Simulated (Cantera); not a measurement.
Feed: 1 mol SiH2Cl2, 0.48 mol C2H4, 360 mol H2, at 827 °C and 2100 Pa.

Method: chemical equilibrium by Gibbs-energy minimisation in Cantera with the NASA 1993 tables (ideal gas, pure condensed phases). Candidate condensed phases: C, C6H6, C7H8, C8H18, Si, SiC; 109 gas species. Mutual solubility and eutectic melting of coexisting phases are not modelled. Equilibrium is a limit: real reactors are often held back by kinetics, nucleation or transport.

Base state: H2 0.995, HCl 0.00533, SiCl2 5.82e-5, SiHCl3 1.02e-5 (mole fractions); condensed: Si(s) + SiC(s).

Problem. What changes in the equilibrium state with this change: temperature from 827 °C to 1725 °C?

Solution. 
```
species            before     after
----------------  -------  --------
H2                  0.995     0.983
H                 1.78e-7    0.0110
HCl               0.00533   0.00541
Si                  <1e-9  0.000280
C2H2 (acetylene)    <1e-9  0.000115
Cl                  <1e-9   4.50e-5
Si(s), mol         0.0113         0
SiC(s), mol         0.960     0.870
```
Gases not in the tables: Si2H6 and higher silanes.
